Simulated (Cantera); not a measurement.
Feed: 1 mol SiHCl3, 0.58 mol CH4, 81 mol H2, at 1.00 bar.

Equilibrium computed with Cantera from the NASA thermochemical tables; the gas is ideal and each condensed phase is pure. Candidate condensed phases: C, C6H6, C7H8, C8H18, Si, SiC; 109 gas species. Mutual solubility and eutectic melting of coexisting phases are not modelled. The tables' values for SiCl3 are old estimates; treat these amounts as uncertain. The numbers say what is thermodynamically allowed, not how fast it happens. All values below are at 1050 °C.

Base state: H2 0.971, HCl 0.0251, SiCl2 0.00178, SiHCl3 0.00103, SiCl4 0.000526, SiCl3 0.000414, SiH2Cl2 0.000290, SiH3Cl 2.30e-5 (mole fractions); condensed: Si(s) + SiC(s).

What changes in the equilibrium state with this change: H2 from 81 to 470 mol?


| species | before | after |
|---|---|---|
| H2 | 0.971 | 0.994 |
| HCl | 0.0251 | 0.00604 |
| SiCl2 | 0.00178 | 0.000100 |
| SiCl4 | 0.000526 | 1.67e-6 |
| SiCl3 | 0.000414 | 5.54e-6 |
| SiHCl3 | 0.00103 | 1.40e-5 |
| SiH2Cl2 | 0.000290 | 1.67e-5 |
| Si(s), mol | 0.0806 | 0.362 |
| SiC(s), mol | 0.578 | 0.569 |
